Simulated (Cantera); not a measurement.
Mixture: CO : H2 : O2 : N2 = 1 : 0.064 : 0.38 : 1.43 (molar parts), equivalence ratio 1.4, at 5.00 bar, adiabatic and at constant pressure. Ignition delay is the time to a rise of 400 K.

Detailed kinetics in Cantera: GRI-Mech 3.0 (53 species, 325 reactions). The hydrogen kinetics of GRI-Mech 3.0 are dated; newer H2 mechanisms differ, most at raised pressure. Below about 950 K walls govern HO2 and H2O2 in real vessels.

Q: What does this change do: N2 1.43 to 4 parts?

A: 
| quantity | before | after |
|---|---|---|
| delay at 850 K | 0.268 s | 0.631 s |
| delay at 925 K | 23.2 ms | 55.9 ms |
| delay at 1000 K | 2.81 ms | 6.85 ms |
| delay at 1075 K | 0.391 ms | 0.912 ms |
| delay at 1150 K | 78.5 µs | 0.171 ms |
| delay at 1225 K | 33.0 µs | 76.3 µs |
| delay at 1300 K | 20.0 µs | 49.0 µs |
